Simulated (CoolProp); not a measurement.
Carbon dioxide along the isobar 27300 kPa: fugacity coefficient from the reference equation and from simpler models built on Tc = 31.0 °C, pc = 7377 kPa, ω = 0.224; each cubic takes its own stable root.

Computed with CoolProp (reference Helmholtz-energy equation of state, Span 1996).

| T (°C) | phase | reference | van der Waals | Soave-Redlich-Kwong | Peng-Robinson |
|---|---|---|---|---|---|
| -10.05 | liquid | 0.1255 | 0.2241 | 0.1329 | 0.1223 |
| 0.15 | liquid | 0.1569 | 0.2510 | 0.1666 | 0.1533 |
| 10.45 | liquid | 0.1919 | 0.2788 | 0.2044 | 0.1881 |
| 20.75 | liquid | 0.2298 | … | 0.2452 | 0.2258 |
| 31.05 | supercritical | … | 0.3356 | … | 0.2658 |
| 41.35 | supercritical | 0.3118 | 0.3642 | 0.3336 | 0.3075 |
| 51.65 | supercritical | 0.3546 | 0.3928 | 0.3796 | 0.3502 |
| 61.95 | supercritical | 0.3976 | 0.4210 | 0.4256 | 0.3930 |
| 72.25 | supercritical | 0.4401 | … | 0.4710 | 0.4353 |
| 82.55 | supercritical | … | 0.4764 | 0.5151 | 0.4765 |
| 92.85 | supercritical | 0.5216 | 0.5031 | 0.5573 | 0.5161 |
| 103.05 | supercritical | 0.5592 | 0.5289 | 0.5970 | 0.5534 |
| 113.35 | supercritical | 0.5950 | 0.5542 | 0.6347 | … |
| 123.65 | supercritical | 0.6285 | 0.5785 | 0.6698 | 0.6224 |
| 133.95 | supercritical | 0.6596 | 0.6018 | … | … |

Task: Fill in the missing entries.

Result: 
- 20.75, van der Waals: 0.3071
- 31.05, reference: 0.2700
- 31.05, Soave-Redlich-Kwong: 0.2886
- 72.25, van der Waals: 0.4490
- 82.55, reference: 0.4817
- 113.35, Peng-Robinson: 0.5890
- 133.95, Soave-Redlich-Kwong: 0.7025
- 133.95, Peng-Robinson: 0.6536
